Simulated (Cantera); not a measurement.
Feed: 1 mol CH3Cl, 0.024 mol F2, 17 mol H2, held at 1.00e-5 bar.

Cantera equilibrium calculation (NASA polynomials, part measured and part estimated; ideal gas, pure solids and liquids). Candidate condensed phases: C, C6H6, C7H8, C8H18; 135 gas species. Ions and electrons are included (thermal ionisation). Equilibrium is a limit: real reactors are often held back by kinetics, nucleation or transport.

**Question.** At 4727 °C, list the 4 most abundant gas species with their mole fractions, and the condensed phases.

**Answer.** H 0.944, Cl 0.0254, C 0.0230, e- 0.00304. Condensed: gas only.
